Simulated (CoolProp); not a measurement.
Vapour pressure (MPa) of vinyl chloride: the reference equation beside estimates from Tc = 151.9 °C, pc = 5.600 MPa, ω = 0.160.

Values from CoolProp's reference Helmholtz-energy equation of state, Thol 2022.

```json
[
 {"T (°C)": "-43.65", "reference": "0.02472", "Lee-Kesler": "0.02425", "Redlich-Kwong": "0.03458"},
 {"T (°C)": "-40.65", "reference": "0.02906", "Lee-Kesler": "0.02849", "Redlich-Kwong": "0.04052"},
 {"T (°C)": "-37.75", "reference": "0.03382", "Lee-Kesler": "0.03316", "Redlich-Kwong": "0.04699"},
 {"T (°C)": "-34.75", "reference": "0.03938", "Lee-Kesler": "0.03862", "Redlich-Kwong": "0.05451"},
 {"T (°C)": "-31.85", "reference": "0.04543", "Lee-Kesler": "0.04457", "Redlich-Kwong": "0.06265"},
 {"T (°C)": "-28.85", "reference": "0.05245", "Lee-Kesler": "0.05148", "Redlich-Kwong": "0.07204"},
 {"T (°C)": "-25.95", "reference": "0.06003", "Lee-Kesler": "0.05896", "Redlich-Kwong": "0.08212"},
 {"T (°C)": "-22.95", "reference": "0.06876", "Lee-Kesler": "0.06759", "Redlich-Kwong": "0.09366"},
 {"T (°C)": "-20.05", "reference": "0.07812", "Lee-Kesler": "0.07686", "Redlich-Kwong": "0.1060"},
 {"T (°C)": "-17.15", "reference": "0.08846", "Lee-Kesler": "0.08711", "Redlich-Kwong": "0.1195"},
 {"T (°C)": "-14.15", "reference": "0.1003", "Lee-Kesler": "0.09883", "Redlich-Kwong": "0.1348"},
 {"T (°C)": "-11.25", "reference": "0.1128", "Lee-Kesler": "0.1113", "Redlich-Kwong": "0.1510"},
 {"T (°C)": "-8.25", "reference": "0.1270", "Lee-Kesler": "0.1255", "Redlich-Kwong": "0.1692"},
 {"T (°C)": "-5.35", "reference": "0.1420", "Lee-Kesler": "0.1405", "Redlich-Kwong": "0.1884"}
]
```

Absolute difference from the reference over all 14 rows, mean and median: Lee-Kesler 1.7 and 1.7 %, Redlich-Kwong 36.4 and 36.5 %.
